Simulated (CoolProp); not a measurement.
Model: reference Helmholtz-energy equation of state, Marx 1992, in CoolProp.

**Question.** For R113, give the phase and the Z, isothermal compressibility (1/MPa), fugacity coefficient at 448.7 K and 1.76 MPa; 448.7 K and 5.03 MPa; 448.7 K and 8.48 MPa.

**Answer.** 
- 448.7 K and 1.76 MPa: gas; Z 0.695, isothermal compressibility 0.955, fugacity coefficient 0.773
- 448.7 K and 5.03 MPa: liquid; Z 0.218, isothermal compressibility 0.0138, fugacity coefficient 0.326
- 448.7 K and 8.48 MPa: liquid; Z 0.354, isothermal compressibility 0.00921, fugacity coefficient 0.224
